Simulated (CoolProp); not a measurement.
Saturation properties of C3F8 (R218) (Tc = 345.0 K, pc = 2640 kPa, ω = 0.317).

Computed with CoolProp (reference Helmholtz-energy equation of state, Lemmon 2006). It is a short technical equation, of lower accuracy than the large ones.

```json
[
 {"T (K)": "242.6", "p (kPa)": "133.2", "liquid density (kg/m³)": "1587", "vapour Z": "0.9359"},
 {"T (K)": "249.6", "p (kPa)": "177.8", "liquid density (kg/m³)": "1558", "vapour Z": "0.9222"},
 {"T (K)": "256.5", "p (kPa)": "232.0", "liquid density (kg/m³)": "1529", "vapour Z": "0.9069"},
 {"T (K)": "263.5", "p (kPa)": "299.1", "liquid density (kg/m³)": "1499", "vapour Z": "0.8894"},
 {"T (K)": "270.5", "p (kPa)": "380.0", "liquid density (kg/m³)": "1467", "vapour Z": "0.8698"},
 {"T (K)": "277.5", "p (kPa)": "476.2", "liquid density (kg/m³)": "1434", "vapour Z": "0.8480"},
 {"T (K)": "284.5", "p (kPa)": "589.7", "liquid density (kg/m³)": "1399", "vapour Z": "0.8236"},
 {"T (K)": "291.5", "p (kPa)": "722.1", "liquid density (kg/m³)": "1361", "vapour Z": "0.7964"},
 {"T (K)": "298.5", "p (kPa)": "875.7", "liquid density (kg/m³)": "1321", "vapour Z": "0.7659"},
 {"T (K)": "305.5", "p (kPa)": "1052", "liquid density (kg/m³)": "1278", "vapour Z": "0.7316"},
 {"T (K)": "312.5", "p (kPa)": "1255", "liquid density (kg/m³)": "1230", "vapour Z": "0.6926"},
 {"T (K)": "319.5", "p (kPa)": "1485", "liquid density (kg/m³)": "1176", "vapour Z": "0.6476"},
 {"T (K)": "326.5", "p (kPa)": "1748", "liquid density (kg/m³)": "1112", "vapour Z": "0.5941"},
 {"T (K)": "333.5", "p (kPa)": "2047", "liquid density (kg/m³)": "1032", "vapour Z": "0.5275"}
]
```

It boils at 236.4 K under 1 atm.
